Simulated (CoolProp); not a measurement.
Vapour-liquid equilibrium of R134a (1) + methanol (2) at 28.5 kPa; x and y are mole fractions of (1).

Model: multi-fluid Helmholtz-energy mixture model, Tillner-Roth 1994 and de Reuck 1993; pair parameters Bell 2016, in CoolProp.

| x | bubble temperature, mixture model (K) | bubble temperature, Raoult's law (K) | y, mixture model | y, Raoult's law |
|---|---|---|---|---|
| 0.05 | 252.0 | 283.8 | 0.968 | 0.743 |
| 0.15 | 235.6 | 260.5 | 0.992 | 0.948 |
| 0.25 | 231.7 | 249.2 | 0.994 | 0.980 |
| 0.35 | 230.2 | 242.2 | 0.995 | 0.990 |
| 0.45 | 229.3 | 237.2 | 0.996 | 0.994 |
| 0.55 | 228.5 | 233.3 | 0.996 | 0.997 |
| 0.65 | 227.5 | 230.2 | 0.997 | 0.998 |
| 0.75 | 226.4 | 227.6 | 0.997 | 0.999 |
| 0.85 | 225.0 | 225.4 | 0.998 | 0.999 |
| 0.95 | 223.4 | 223.5 | 0.999 | 1.000 |

The largest gap from Raoult's law is -31.8 K in bubble temperature, at x = 0.05. No azeotrope shows between x = 0.05 and 0.95.

Pair parameters are fitted to limited data, so mixtures are less certain than the pure fluids. With so large a gap from Raoult's law the liquid may split in two, which this calculation doesn't test in full.
